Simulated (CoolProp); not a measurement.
n-perfluorobutane at 391.68 K and 1.03 MPa is throttled through a valve to 0.588 MPa with no heat exchange. Each further row changes one setting.

Computed with CoolProp (reference Helmholtz-energy equation of state, Gao 2022).

```
case                       temperature change (K)  final density (kg/m³)
-------------------------  ----------------------  ---------------------
as stated                                       …                   47.5
outlet pressure 0.176 MPa                       …                      …
outlet pressure 0.764 MPa                    -2.3                   63.4
```

Problem. What belongs in the gaps?

Solution. 
- as stated, temperature change (K): -3.7
- outlet pressure 0.176 MPa, temperature change (K): -6.9
- outlet pressure 0.176 MPa, final density (kg/m³): 13.4
